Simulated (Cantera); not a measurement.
**Silicon oxide and oxynitride deposition: SiH4 + O3**

Input: 1 mol SiH4, 0.12 mol O3, equilibrated at 1250 °C and 0.100 bar.

These are equilibrium values from Cantera (NASA tables, ideal gas, pure condensed phases), not measurements of a reactor. Candidate condensed phases: H2O, Si, SiO2; 18 gas species. Mutual solubility and eutectic melting of coexisting phases are not modelled. The tables hold silica as quartz up to 1696 K and as liquid above; real silica turns to tridymite and cristobalite and melts near 1996 K. Kinetics and transport are ignored.

| Item | Value |
|---|---|
| x(H2) | 0.992 |
| x(SiO) | 0.00782 |
| x(H) | 7.28e-5 |
| x(H2O) | 4.18e-6 |
| x(SiH2) | 1.99e-6 |
| n(Si(s)) | 0.812 mol |
| n(SiO2(β-quartz)) | 0.172 mol |
| gas amount | 2.016 mol |
